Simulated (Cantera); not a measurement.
An adiabatic, constant-pressure homogeneous reactor starts with CH₄ : C₂H₆ : C₃H₈ : O₂ : N₂ = 1 : 0.093 : 0.093 : 7.97 : 34.3 (molar parts), equivalence ratio 0.35, at 1800 K and 500000 Pa. Integrator tolerance rtol = 1e-08.

Computed with Cantera and GRI-Mech 3.0 (53 species, 325 reactions).

Question: What does this change do: CH4 1 to 1.4 parts?

Answer: 
| quantity | before | after |
|---|---|---|
| time of steepest temperature rise | 7.44 µs | 8.56 µs |
| temperature at 7.00 s | 2409 K | 2541 K |
| equilibrium temperature | 2409 K | 2541 K |
| x(CH₄) at 7.00 s | <1e-12 (gas-phase equilibrium <1e-12) | <1e-12 (gas-phase equilibrium <1e-12) |
| x(C₂H₆) at 7.00 s | <1e-12 (gas-phase equilibrium <1e-12) | <1e-12 (gas-phase equilibrium <1e-12) |
| x(C₃H₈) at 7.00 s | <1e-12 (gas-phase equilibrium <1e-12) | <1e-12 (gas-phase equilibrium <1e-12) |
| x(HCN) at 7.00 s | <1e-12 (gas-phase equilibrium <1e-12) | 7.60e-12 (gas-phase equilibrium 7.60e-12) |
| x(CH₂O) at 7.00 s | <1e-12 (gas-phase equilibrium <1e-12) | 4.33e-12 (gas-phase equilibrium 4.33e-12) |
| x(C₂H₂) at 7.00 s | <1e-12 (gas-phase equilibrium <1e-12) | <1e-12 (gas-phase equilibrium <1e-12) |

Question: What does this change do: 4 parts H2 added?

Answer: 
```json
[
 {"quantity": "time of steepest temperature rise", "before": "7.44 µs", "after": "2.29 µs"},
 {"quantity": "temperature at 7.00 s", "before": "2409 K", "after": "2751 K"},
 {"quantity": "equilibrium temperature", "before": "2409 K", "after": "2751 K"},
 {"quantity": "x(CH₄) at 7.00 s", "before": "<1e-12 (gas-phase equilibrium <1e-12)", "after": "<1e-12 (gas-phase equilibrium <1e-12)"},
 {"quantity": "x(C₂H₆) at 7.00 s", "before": "<1e-12 (gas-phase equilibrium <1e-12)", "after": "<1e-12 (gas-phase equilibrium <1e-12)"},
 {"quantity": "x(C₃H₈) at 7.00 s", "before": "<1e-12 (gas-phase equilibrium <1e-12)", "after": "<1e-12 (gas-phase equilibrium <1e-12)"},
 {"quantity": "x(HCN) at 7.00 s", "before": "<1e-12 (gas-phase equilibrium <1e-12)", "after": "1.14e-10 (gas-phase equilibrium 1.14e-10)"},
 {"quantity": "x(CH₂O) at 7.00 s", "before": "<1e-12 (gas-phase equilibrium <1e-12)", "after": "5.14e-11 (gas-phase equilibrium 5.14e-11)"},
 {"quantity": "x(C₂H₂) at 7.00 s", "before": "<1e-12 (gas-phase equilibrium <1e-12)", "after": "<1e-12 (gas-phase equilibrium <1e-12)"}
]
```
